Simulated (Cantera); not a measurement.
**Si + Cl2 + H2 + HCl (chlorosilane synthesis and conversion)**

Feed: 1 mol Si, 2.5 mol Cl2, 1.7 mol H2, 2.1 mol HCl, at 1 atm.

Method: chemical equilibrium by Gibbs-energy minimisation in Cantera with the NASA 1993 tables (ideal gas, pure condensed phases). Candidate condensed phases: Si; 19 gas species. The tables' values for SiCl3 are old estimates; treat these amounts as uncertain. The numbers say what is thermodynamically allowed, not how fast it happens.

| T (°C) | x HCl | x H2 | x SiCl4 | x SiCl3 |
|---|---|---|---|---|
| 652 | 0.585 | 0.226 | 0.188 | 3.39e-6 |
| 727 | 0.585 | 0.226 | 0.188 | 1.86e-5 |
| 802 | 0.586 | 0.225 | 0.188 | 8.00e-5 |
| 877 | 0.587 | 0.225 | 0.187 | 0.000283 |
| 952 | 0.588 | 0.224 | 0.186 | 0.000847 |
| 1027 | 0.590 | 0.222 | 0.183 | 0.00220 |
| 1102 | 0.594 | 0.218 | 0.178 | 0.00505 |
| 1177 | 0.600 | 0.212 | 0.170 | 0.0102 |
| 1252 | 0.612 | 0.202 | 0.156 | 0.0180 |
x: gas mole fraction; nothing condenses.

From 652 °C to 1252 °C nothing is condensed. The main Si-bearing gas is SiCl4 throughout.
